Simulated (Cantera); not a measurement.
What does this Cantera script print?

```python
import numpy as np
import cantera as ct

surf = ct.Interface("ptcombust.yaml", "Pt_surf")
gas = surf.adjacent["gas"]
gas.TPX = 898, 40000, {'CH4': 0.0053, 'O2': 0.05, 'N2': 0.79}
surf.TP = 898, 40000
reactor = ct.FlowReactor(gas, clone=False)
reactor.area = 0.0001  # m2
reactor.surface_area_to_volume_ratio = 5200  # 1/m
reactor.mass_flow_rate = 0.46 * reactor.area * gas.density  # inlet velocity 0.46 m/s
reactor.energy_enabled = False
wall = ct.ReactorSurface(surf, reactor, clone=False)
net = ct.ReactorNet([reactor])
net.rtol, net.atol = 1e-8, 1e-16
show, cover = ['CH4', 'O2', 'H2O', 'CO2', 'CO'], ['PT(S)', 'H(S)', 'O(S)', 'OH(S)', 'CO(S)', 'C(S)']

rows = []
print(f"{'z/m':>9s}{'u/(m/s)':>9s}" + "".join(f"{s:>13s}" for s in show + cover))
for z in [7.4e-05, 0.00016, 0.00034, 0.00074, 0.0016, 0.0034, 0.0074]:
    net.advance(z)
    rows.append([reactor.speed, *gas[show].X, *surf[cover].coverages])
    print(f"{z:9.4g}{rows[-1][0]:9.3g}" + "".join(f"{x:13.4e}" for x in rows[-1][1:]))
```

Result:

```
      z/m  u/(m/s)          CH4           O2          H2O          CO2           CO        PT(S)         H(S)         O(S)        OH(S)        CO(S)         C(S)
  7.4e-05     0.46   6.0692e-03   5.8750e-02   4.0142e-04   1.9866e-04   2.0513e-06   1.5745e-01   1.4564e-08   8.4222e-01   3.2371e-04   7.1079e-06   2.4946e-08
  0.00016     0.46   5.8434e-03   5.8298e-02   8.5311e-04   4.2457e-04   1.9789e-06   1.5767e-01   2.0693e-08   8.4186e-01   4.6016e-04   6.8693e-06   2.4107e-08
  0.00034     0.46   5.3953e-03   5.7402e-02   1.7493e-03   8.7281e-04   1.8303e-06   1.5816e-01   2.9372e-08   8.4118e-01   6.5170e-04   6.3928e-06   2.2434e-08
  0.00074     0.46   4.5096e-03   5.5631e-02   3.5205e-03   1.7587e-03   1.5353e-06   1.5920e-01   4.1808e-08   8.3988e-01   9.2133e-04   5.4326e-06   1.9065e-08
   0.0016     0.46   3.0415e-03   5.2695e-02   6.4563e-03   3.2270e-03   1.0418e-06   1.6104e-01   5.7471e-08   8.3770e-01   1.2499e-03   3.7724e-06   1.3239e-08
   0.0034     0.46   1.2990e-03   4.9210e-02   9.9407e-03   4.9697e-03   4.4836e-07   1.6341e-01   7.2877e-08   8.3503e-01   1.5580e-03   1.6715e-06   5.8657e-09
   0.0074     0.46   1.8540e-04   4.6983e-02   1.2168e-02   6.0834e-03   6.4333e-08   1.6502e-01   8.1853e-08   8.3325e-01   1.7296e-03   2.4454e-07   8.5813e-10
```

Model: Deutschmann's 1995 Pt surface mechanism with GRI-Mech 3.0 gas chemistry, integrated in Cantera. Catalytic surfaces can have several steady states; this one follows from the mechanism file's or the stated starting coverage. Mass transfer to the wall is taken as infinitely fast.
